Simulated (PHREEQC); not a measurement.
0.013 g of hydrous ferric oxide (600 m²/g; 0.2 weak and 0.005 strong sites per Fe, Dzombak-Morel constants, diffuse double layer) in 1 kg of water with 0.1 mol/kgw of an inert sodium salt and 1.9e-07 mol CaCl2 and 1.1e-06 mol CuSO4, at 25 °C; the pH is set by adding NaOH or the inert anion's acid. Oxygen alone is held at its pressure in air (log pO2 = -0.68). No CO2 enters from the air. Nothing may precipitate in this run.

The series has 17 steps of pH, from 3 to 11.

The numbers come from PHREEQC with the ion-association model, wateq4f.dat.

**Question.** Near which pH is half of the Ca sorbed, and on which side is more sorbed?

**Answer.** Near pH 9.6, with more sorbed at higher pH.

**Question.** Near which pH is half of the S sorbed, and on which side is more sorbed?

**Answer.** Near pH 4.7, with more sorbed at lower pH.

**Question.** Near which pH is half of the Cu sorbed, and on which side is more sorbed?

**Answer.** Near pH 5.8, with more sorbed at higher pH.

The database's constant for dissolved Cu(OH)2 is higher than later reviews accept. The oxide is taken as insoluble; below pH 4 it would dissolve.
